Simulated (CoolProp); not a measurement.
A single-stage vapour-compression cycle with R141b: evaporating at 254.15 K (dew point), condensing at 279.15 K (bubble point), superheat 0 K, subcooling 2 K, compressor efficiency 0.8, no pressure losses. Each further row changes one setting.

Model: reference Helmholtz-energy equation of state, Lemmon 2006, in CoolProp. It is a short technical equation, of lower accuracy than the large ones.

```tsv
case	cooling COP	pressure ratio	discharge temperature (K)	refrigerating effect (kJ/kg)	volumetric capacity (kJ/m³)
as stated	[?]	3.35	295.0	220	135
evaporating temperature 259.15 K	9.92	[?]	291.2	224	[?]
condensing temperature 274.15 K	9.72	2.69	287.4	226	138
subcooling 7 K	[?]	3.35	295.0	226	138
superheat 10 K	[?]	3.35	305.6	[?]	[?]
compressor efficiency 0.7	6.71	3.35	300.3	220	135
```

Question: What belongs in the gaps?

Answer: 
- as stated, cooling COP: 7.67
- evaporating temperature 259.15 K, pressure ratio: 2.58
- evaporating temperature 259.15 K, volumetric capacity (kJ/m³): 175
- subcooling 7 K, cooling COP: 7.86
- superheat 10 K, cooling COP: 7.61
- superheat 10 K, refrigerating effect (kJ/kg): 227
- superheat 10 K, volumetric capacity (kJ/m³): 133
